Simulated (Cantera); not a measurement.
A perfectly stirred reactor is fed with CH₃OH : O₂ : N₂ = 0.0072 : 0.047 : 1 (molar parts), equivalence ratio 0.23, at 4280 Torr; it is held at 1573 K, and followed from long to short residence time.

Model: GRI-Mech 3.0 (53 species, 325 reactions), integrated in Cantera. GRI-Mech 3.0 was tuned for natural gas; its chemistry of methanol as a main component is partial and can be far from experiment.

### Question
What does this change do: pressure from 4280 Torr to 1280 Torr?

### Answer
| quantity | before | after |
|---|---|---|
| x(CH₃OH) at τ = 2.10 s | 1.46e-7 | 2.37e-7 |
| x(O₂) at τ = 2.10 s | 0.0342 | 0.0342 |
| x(C₂H₄) at τ = 2.10 s | <1e-12 | <1e-12 |
| x(CO) at τ = 2.10 s | 6.32e-6 | 1.19e-5 |
| x(HCN) at τ = 2.10 s | 4.07e-12 | 3.16e-12 |
| x(CH₃OH) at τ = 33.0 ms | 2.86e-6 | 3.51e-6 |
| x(O₂) at τ = 33.0 ms | 0.0343 | 0.0342 |
| x(C₂H₄) at τ = 33.0 ms | <1e-12 | <1e-12 |
| x(CO) at τ = 33.0 ms | 0.000132 | 0.000209 |
| x(HCN) at τ = 33.0 ms | 8.67e-12 | 8.03e-12 |

### Question
What does this change do: temperature 1573 to 950 K?

### Answer
```csv
quantity,before,after
x(CH₃OH) at τ = 2.10 s,1.46e-7,0.000243
x(O₂) at τ = 2.10 s,0.0342,0.0359
x(C₂H₄) at τ = 2.10 s,<1e-12,<1e-12
x(CO) at τ = 2.10 s,6.32e-6,0.00243
x(HCN) at τ = 2.10 s,4.07e-12,<1e-12
x(CH₃OH) at τ = 33.0 ms,2.86e-6,0.00465
x(O₂) at τ = 33.0 ms,0.0343,0.0428
x(C₂H₄) at τ = 33.0 ms,<1e-12,<1e-12
x(CO) at τ = 33.0 ms,0.000132,0.00134
x(HCN) at τ = 33.0 ms,8.67e-12,<1e-12
```
